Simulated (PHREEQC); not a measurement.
Dissolve 1.1 mol/kgw HNO3 and 0.0038 mol/kgw CuCl2 at 58 °C. Closed to the air; pH follows from the charge balance.

The numbers come from PHREEQC with the ion-association model, phreeqc.dat.

Precipitation was switched off in this run.

Question: Estimate the pH, activity of water, density.

Answer: pH 0.10; activity of water 0.962; density 1.017 g/cm³.

Question: In which forms is Cu present?

Answer: Cu+2 98 %, CuCl+ 1.6 % of the Cu.

Caution: at this ionic strength the ion-association model is outside its range; a Pitzer model would be the better tool where its parameters exist. Species that the database lacks are ignored. Constants without temperature data keep their 25 °C values here.
